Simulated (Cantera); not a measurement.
Cantera run, input and output.

```python
import numpy as np
import cantera as ct

gas = ct.Solution("gri30.yaml", transport_model="mixture-averaged")
show = ['CH4', 'H2', 'NO']

rows = []
print(f"{'T/K':>7s}{'rho':>11s}{'cp':>10s}{'mu':>11s}{'lambda':>11s}{'Pr':>7s}" + "".join(f"{'D_' + s:>11s}" for s in show))
for T in [400, 650, 900, 1150, 1400, 1650, 1900, 2150]:
    gas.TPX = T, 1333, {'NO': 0.55, 'N2': 0.94, 'N2O': 0.087}
    Pr = gas.cp_mass * gas.viscosity / gas.thermal_conductivity
    D = [gas.mix_diff_coeffs_mole[gas.species_index(s)] for s in show]
    rows.append([gas.density, gas.cp_mass, gas.viscosity, gas.thermal_conductivity, Pr, *D])
    print(f"{T:7g}{gas.density:11.4e}{gas.cp_mass:10.1f}{gas.viscosity:11.4e}"
          f"{gas.thermal_conductivity:11.4e}{Pr:7.3f}" + "".join(f"{d:11.4e}" for d in D))
print("SI units: kg/m3, J/kg/K, Pa s, W/m/K, m2/s")
```

It prints:

```
    T/K        rho        cp         mu     lambda     Pr      D_CH4       D_H2       D_NO
    400 1.1860e-02    1023.4 2.2413e-05 3.2196e-02  0.712 2.7821e-03 9.5437e-03 2.5087e-03
    650 7.2987e-03    1077.0 3.1478e-05 4.7979e-02  0.707 6.4279e-03 2.1533e-02 5.7501e-03
    900 5.2713e-03    1141.8 3.9129e-05 6.2874e-02  0.711 1.1139e-02 3.6994e-02 9.9334e-03
   1150 4.1254e-03    1187.8 4.5964e-05 7.6823e-02  0.711 1.6790e-02 5.5548e-02 1.4952e-02
   1400 3.3887e-03    1221.0 5.2249e-05 8.9893e-02  0.710 2.3304e-02 7.6944e-02 2.0736e-02
   1650 2.8753e-03    1246.5 5.8128e-05 1.0217e-01  0.709 3.0622e-02 1.0100e-01 2.7236e-02
   1900 2.4969e-03    1265.7 6.3689e-05 1.1373e-01  0.709 3.8700e-02 1.2756e-01 3.4412e-02
   2150 2.2066e-03    1280.1 6.8991e-05 1.2465e-01  0.709 4.7502e-02 1.5651e-01 4.2232e-02
SI units: kg/m3, J/kg/K, Pa s, W/m/K, m2/s
```

Model: GRI-Mech 3.0 (53 species, 325 reactions), integrated in Cantera. The composition is frozen, though it would react at the higher temperatures.
